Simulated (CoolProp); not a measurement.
Vapour-liquid equilibrium of ethane (1) + n-perfluorobutane (2) at 194 kPa; x and y are mole fractions of (1).

Model: multi-fluid Helmholtz-energy mixture model, Bücker 2006 and Gao 2022; pair parameters Bell 2016, in CoolProp.

Q: Give the bubble temperature and the first vapour's composition at x = 0.2, 0.5, 0.8. Is there an azeotrope?

A: x = 0.2: -59.4 °C, y = 0.978; x = 0.5: -71.0 °C, y = 0.992; x = 0.8: -72.4 °C, y = 0.994. No azeotrope shows between x = 0.05 and 0.95.

Pair parameters are fitted to limited data, so mixtures are less certain than the pure fluids. With so large a gap from Raoult's law the liquid may split in two, which this calculation doesn't test in full.
